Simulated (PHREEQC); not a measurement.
Solution (20 °C): 0.24 mol HCl, 0.00027 mol NaCl and 0.021 mol CuCl2 per kg of water. Closed to the air; pH follows from the charge balance.

Computed with PHREEQC (ion-association model, phreeqc.dat).

No solid was allowed to form.

Predict the pH.

pH 0.72.

In which forms is Cl present?

Cl- 99 %, CuCl+ 1.1 % of the Cl.

Complexes and solids missing from the database can't appear.
